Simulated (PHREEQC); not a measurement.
A PHREEQC speciation (ion-association model, wateq4f.dat) at 65 °C gives pH 1.68 and these molalities:

```json
[
 {"species": "H3PO4", "mol/kgw": "0.0559"},
 {"species": "H+", "mol/kgw": "0.0238"},
 {"species": "H2PO4-", "mol/kgw": "0.0141"},
 {"species": "HSO4-", "mol/kgw": "0.00609"},
 {"species": "SO4-2", "mol/kgw": "0.00181"}
]
```

What are the element totals, and what could have been dissolved in 1 kg of water to give them?

Several could match; the one computed here: totals P 0.0700, S(6) 0.00790 mol/kgw, from 0.07 mol H3PO4 and 0.0079 mol H2SO4 per kg of water.

No solid was allowed to form. H3PO4, which wateq4f.dat lacks, is added to it with the constant of phreeqc.dat. At this temperature some constants are extrapolated from 25 °C, and those without enthalpy data are left unchanged.
